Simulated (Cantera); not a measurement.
A freely propagating, adiabatic, planar premixed flame of 36.3 % H₂, 11.3 % O₂, 52.3 % N₂, equivalence ratio 1.6, unburnt at 373 K and 6.20 bar; mixture-averaged transport, grid criteria slope 0.08 and curve 0.16, no radiation.

Cantera simulation using the H2/O2 subset of GRI-Mech 3.0, which has no nitrogen chemistry; the numbers are that mechanism's predictions, not measurements. The hydrogen kinetics of GRI-Mech 3.0 are dated; newer H2 mechanisms differ, most at raised pressure. Burning velocities carry a grid error of a few per cent, more on coarse grids.

x: mole fraction of selected species; z is measured from the peak of heat release.

```json
[
 {"z (mm)": "-0.113", "T (K)": "373", "u (m/s)": "3.06", "x H₂": "0.363", "x O₂": "0.113", "x H₂O₂": "<1e-8", "x HO₂": "<1e-8", "x OH": "<1e-8", "x H₂O": "<1e-8"},
 {"z (mm)": "-0.0755", "T (K)": "373", "u (m/s)": "3.06", "x H₂": "0.363", "x O₂": "0.113", "x H₂O₂": "<1e-8", "x HO₂": "<1e-8", "x OH": "<1e-8", "x H₂O": "2.30e-7"},
 {"z (mm)": "-0.0566", "T (K)": "373", "u (m/s)": "3.06", "x H₂": "0.363", "x O₂": "0.113", "x H₂O₂": "1.38e-8", "x HO₂": "9.69e-8", "x OH": "<1e-8", "x H₂O": "2.02e-6"},
 {"z (mm)": "-0.0377", "T (K)": "377", "u (m/s)": "3.08", "x H₂": "0.360", "x O₂": "0.114", "x H₂O₂": "4.58e-7", "x HO₂": "3.16e-6", "x OH": "<1e-8", "x H₂O": "5.15e-5"},
 {"z (mm)": "-0.0189", "T (K)": "478", "u (m/s)": "3.79", "x H₂": "0.335", "x O₂": "0.116", "x H₂O₂": "5.43e-5", "x HO₂": "0.000478", "x OH": "?", "x H₂O": "0.00503"},
 {"z (mm)": "-0.00944", "T (K)": "817", "u (m/s)": "6.25", "x H₂": "0.292", "x O₂": "0.106", "x H₂O₂": "0.000139", "x HO₂": "0.000968", "x OH": "?", "x H₂O": "0.0382"},
 {"z (mm)": "0", "T (K)": "1227", "u (m/s)": "9.19", "x H₂": "0.237", "x O₂": "0.0779", "x H₂O₂": "5.43e-5", "x HO₂": "0.000430", "x OH": "?", "x H₂O": "0.101"},
 {"z (mm)": "0.00944", "T (K)": "1517", "u (m/s)": "11.3", "x H₂": "0.188", "x O₂": "0.0439", "x H₂O₂": "6.91e-6", "x HO₂": "0.000203", "x OH": "?", "x H₂O": "0.166"},
 {"z (mm)": "0.0189", "T (K)": "1683", "u (m/s)": "12.5", "x H₂": "0.157", "x O₂": "0.0205", "x H₂O₂": "2.62e-6", "x HO₂": "8.88e-5", "x OH": "?", "x H₂O": "0.209"},
 {"z (mm)": "0.0377", "T (K)": "1830", "u (m/s)": "13.5", "x H₂": "0.138", "x O₂": "0.00399", "x H₂O₂": "1.20e-6", "x HO₂": "1.64e-5", "x OH": "?", "x H₂O": "0.241"},
 {"z (mm)": "0.0755", "T (K)": "1933", "u (m/s)": "14.2", "x H₂": "0.138", "x O₂": "0.000537", "x H₂O₂": "5.53e-7", "x HO₂": "2.41e-6", "x OH": "?", "x H₂O": "0.249"},
 {"z (mm)": "0.151", "T (K)": "2010", "u (m/s)": "14.7", "x H₂": "0.142", "x O₂": "0.000155", "x H₂O₂": "2.57e-7", "x HO₂": "8.10e-7", "x OH": "?", "x H₂O": "0.252"},
 {"z (mm)": "0.302", "T (K)": "2060", "u (m/s)": "15.0", "x H₂": "0.145", "x O₂": "5.28e-5", "x H₂O₂": "1.10e-7", "x HO₂": "2.90e-7", "x OH": "?", "x H₂O": "0.255"}
]
```

Question: Some entries are withheld; supply them.

Answer: 
- -0.0189, x OH: 3.14e-5
- -0.00944, x OH: 0.000821
- 0, x OH: 0.00149
- 0.00944, x OH: 0.00266
- 0.0189, x OH: 0.00355
- 0.0377, x OH: 0.00401
- 0.0755, x OH: 0.00351
- 0.151, x OH: 0.00251
- 0.302, x OH: 0.00155
